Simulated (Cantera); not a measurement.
Formation from one mole of Cl₂

Standard-state values (1 bar) from the NASA 1993 polynomials, evaluated with Cantera. Values are per mole of reaction as written; species without (g) are pure solids or liquids, kept so even where they would boil at 1 bar.

0.6667 Fe + Cl₂(g) → 0.3333 Fe₂Cl₆(g)

```
T (K)  ΔH° (kJ)  ΔS° (J/K)  ΔG° (kJ)  log10 K
-----  --------  ---------  --------  -------
2100     -233.7      -69.7     -87.4     2.17
2125     -233.9      -69.8     -85.6     2.10
2150     -234.1      -69.9     -83.9     2.04
2175     -234.3      -70.0     -82.1     1.97
2200     -234.6      -70.1     -80.4     1.91
2225     -234.8      -70.2     -78.6     1.85
2250     -235.0      -70.3     -76.9     1.78
2275     -235.2      -70.4     -75.1     1.72
2300     -235.4      -70.5     -73.3     1.67
2325     -235.7      -70.6     -71.6     1.61
```

Fe + Cl₂(g) → FeCl₂(g)

| T (K) | ΔH° (kJ) | ΔS° (J/K) | ΔG° (kJ) | log10 K |
|---|---|---|---|---|
| 2100 | -180.7 | 18.3 | -219.1 | 5.45 |
| 2125 | -181.2 | 18.0 | -219.5 | 5.40 |
| 2150 | -181.7 | 17.8 | -220.0 | 5.34 |
| 2175 | -182.1 | 17.6 | -220.4 | 5.29 |
| 2200 | -182.6 | 17.4 | -220.8 | 5.24 |
| 2225 | -183.1 | 17.2 | -221.3 | 5.19 |
| 2250 | -183.5 | 17.0 | -221.7 | 5.15 |
| 2275 | -184.0 | 16.8 | -222.1 | 5.10 |
| 2300 | -184.5 | 16.6 | -222.5 | 5.05 |
| 2325 | -184.9 | 16.3 | -222.9 | 5.01 |

0.6667 B + Cl₂(g) → 0.6667 BCl₃(g)

| T (K) | ΔH° (kJ) | ΔS° (J/K) | ΔG° (kJ) | log10 K |
|---|---|---|---|---|
| 2100 | -271.1 | -35.3 | -197.0 | 4.90 |
| 2125 | -271.2 | -35.3 | -196.2 | 4.82 |
| 2150 | -271.3 | -35.3 | -195.3 | 4.74 |
| 2175 | -271.4 | -35.4 | -194.4 | 4.67 |
| 2200 | -271.5 | -35.4 | -193.5 | 4.59 |
| 2225 | -271.6 | -35.5 | -192.6 | 4.52 |
| 2250 | -271.7 | -35.5 | -191.7 | 4.45 |
| 2275 | -271.8 | -35.6 | -190.8 | 4.38 |
| 2300 | -271.9 | -35.6 | -190.0 | 4.31 |
| 2325 | -272.0 | -35.7 | -189.1 | 4.25 |
